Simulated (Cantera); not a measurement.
Charge: 1 mol SiO2, 3.9 mol F2, held at 0.00120 bar.

Equilibrium computed with Cantera from the NASA thermochemical tables; the gas is ideal and each condensed phase is pure. Candidate condensed phases: Si, SiO2; 17 gas species. The numbers say what is thermodynamically allowed, not how fast it happens. All values below are at 1200 K.

Base state: F 0.653, SiF4 0.173, O2 0.173, F2 0.00193 (mole fractions); condensed: gas only.

Question: What changes in the equilibrium state with this change: F2 from 3.9 to 1.4 mol?

Answer: 
| species | before | after |
|---|---|---|
| O2 | 0.173 | 0.500 |
| SiF4 | 0.173 | 0.500 |
| F | 0.653 | 7.74e-8 |
| F2 | 0.00193 | <1e-9 |
| SiO2(β-quartz), mol | 0 | 0.300 |
The tables hold silica as quartz up to 1696 K and as liquid above; real silica turns to tridymite and cristobalite and melts near 1996 K.

Question: What changes in the equilibrium state with this change: pressure from 0.00120 bar to 1.00 bar?

Answer: 
| species | before | after |
|---|---|---|
| F2 | 0.00193 | 0.283 |
| F | 0.653 | 0.274 |
| SiF4 | 0.173 | 0.221 |
| O2 | 0.173 | 0.221 |
| F2O | 2.27e-9 | 1.09e-5 |
| FO2 | 2.69e-7 | 0.000120 |
